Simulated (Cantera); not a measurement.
Cantera run, input and output.

```python
import numpy as np
import cantera as ct

gas = ct.Solution("h2o2.yaml")
gas.TPX = 1423, 2300, {'H2': 0.41, 'O2': 1}
inlet = ct.Reservoir(gas, clone=True)

reactor = ct.IdealGasConstPressureReactor(gas, energy="off", clone=False)
exhaust = ct.Reservoir(gas, clone=True)
tau = [16, 3.9, 0.98, 0.24, 0.061, 0.015, 0.0038, 0.00095, 0.00024][0]
for a, b in ((inlet, reactor), (reactor, exhaust)):
    ct.MassFlowController(a, b, mdot=lambda t: reactor.mass / tau)
net = ct.ReactorNet([reactor])
show = ['H2', 'O2', 'O', 'OH', 'HO2', 'H', 'H2O2']

rows = []
print(f"{'tau/s':>10s}{'T/K':>9s}" + "".join(f"{s:>11s}" for s in show))
for tau in [16, 3.9, 0.98, 0.24, 0.061, 0.015, 0.0038, 0.00095, 0.00024]:
    net.initial_time = 0.0
    net.advance(30 * tau)
    before = gas.X
    net.advance(40 * tau)
    drift = np.max(np.abs(gas.X - before) / (gas.X + 1e-9))
    rows.append([gas.T, *gas[show].X, drift])
    print(f"{tau:10.3e}{gas.T:9.1f}" + "".join(f"{x:11.3e}" for x in gas[show].X))
```

Result:

```
     tau/s      T/K         H2         O2          O         OH        HO2          H       H2O2
 1.600e+01   1423.0  1.093e-04  6.587e-01  3.806e-04  1.760e-03  9.368e-07  2.245e-05  6.615e-08
 3.900e+00   1423.0  2.822e-04  6.578e-01  9.934e-04  2.838e-03  2.034e-06  9.454e-05  1.143e-07
 9.800e-01   1423.0  7.073e-04  6.558e-01  2.521e-03  4.510e-03  4.018e-06  3.820e-04  1.862e-07
 2.400e-01   1423.0  1.776e-03  6.514e-01  6.425e-03  7.168e-03  7.009e-06  1.557e-03  2.904e-07
 6.100e-02   1423.0  4.219e-03  6.415e-01  1.557e-02  1.105e-02  1.012e-05  5.907e-03  4.153e-07
 1.500e-02   1423.0  9.436e-03  6.196e-01  3.596e-02  1.633e-02  1.203e-05  2.088e-02  5.216e-07
 3.800e-03   1423.0  1.712e-02  5.853e-01  6.683e-02  2.113e-02  1.168e-05  5.348e-02  5.305e-07
 9.500e-04   1423.0  2.615e-02  5.616e-01  8.696e-02  2.387e-02  1.058e-05  8.390e-02  5.010e-07
 2.400e-04   1423.0  4.648e-02  5.665e-01  8.134e-02  2.610e-02  9.859e-06  9.311e-02  5.229e-07
```

Cantera simulation using the H2/O2 subset of GRI-Mech 3.0, which has no nitrogen chemistry; the numbers are that mechanism's predictions, not measurements. Radical loss at walls, strong at low pressure, is not modelled. The temperature is held fixed by assumption; the heat of reaction is taken as removed at once.
